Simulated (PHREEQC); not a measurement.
PHREEQC input (ion-association model, wateq4f.dat):

```
SOLUTION_MASTER_SPECIES
  An  An-  0  An  62.0  # stands for a non-complexing anion
SOLUTION_SPECIES
  An- = An-
    -log_k 0
    -gamma 3.0 0
PHASES
  Fix_H+
    H+ = H+
    -log_k 0
SOLUTION 1
  temp 25
  units mmol/kgw
  pH 7 charge
  Na 50
  An 50
END
SELECTED_OUTPUT 1
  -reset false
  -pH true
  -pe true
  -ionic_strength true
  -water true
  -totals Na
  -molalities Hfo_wOH Hfo_wOH2+ Hfo_wO- Hfo_sOH Hfo_sOH2+ Hfo_sO-
USER_PUNCH 1
  -headings sigma psi
  10 PUNCH EDL("sigma", "Hfo"), EDL("psi", "Hfo")
PRINT
  -reset false
USE solution 1
SURFACE 1
  Hfo_wOH 5.16854e-05 600 0.023
  Hfo_sOH 1.29213e-06
EQUILIBRIUM_PHASES 1
  Fix_H+ -4 HAn 10
    -force_equality true
  O2(g) -0.68 10
END
# ... the last block is repeated for the other 12 points of pH, with NaOH or the acid as the point needs
```

Selected output (columns that matter, 9 of 13 rows; pH added in front):

```
pH	mu	Na	m_Hfo_wOH	m_Hfo_wOH2+	m_Hfo_wO-	m_Hfo_sOH	m_Hfo_sOH2+	m_Hfo_sO-	sigma	psi
4	0.050138	0.05	1.0573e-05	4.105e-05	6.2383e-08	2.6432e-07	1.0263e-06	1.5596e-09	0.29376	0.15977
5	0.050025	0.05	2.5336e-05	2.5779e-05	5.7043e-07	6.3339e-07	6.4448e-07	1.4261e-08	0.18067	0.13502
5.5	0.050013	0.05	3.1248e-05	1.9277e-05	1.1604e-06	7.812e-07	4.8192e-07	2.9011e-08	0.12984	0.1183
6	0.050008	0.05	3.5315e-05	1.4385e-05	1.9861e-06	8.8286e-07	3.5962e-07	4.9653e-08	0.088862	0.099385
7	0.050003	0.05	3.8962e-05	8.7478e-06	3.9754e-06	9.7405e-07	2.1869e-07	9.9386e-08	0.034204	0.055532
8	0.050001	0.050001	3.967e-05	6.2092e-06	5.8062e-06	9.9175e-07	1.5523e-07	1.4515e-07	0.002888	0.0056452
8.5	0.050005	0.050005	3.9607e-05	5.3102e-06	6.7678e-06	9.9018e-07	1.3275e-07	1.6919e-07	-0.010447	-0.019955
9	0.050014	0.050016	3.926e-05	4.4001e-06	8.025e-06	9.815e-07	1.1e-07	2.0062e-07	-0.02598	-0.04493
10	0.050128	0.050134	3.655e-05	2.4039e-06	1.2731e-05	9.1376e-07	6.0097e-08	3.1828e-07	-0.074016	-0.090392
```
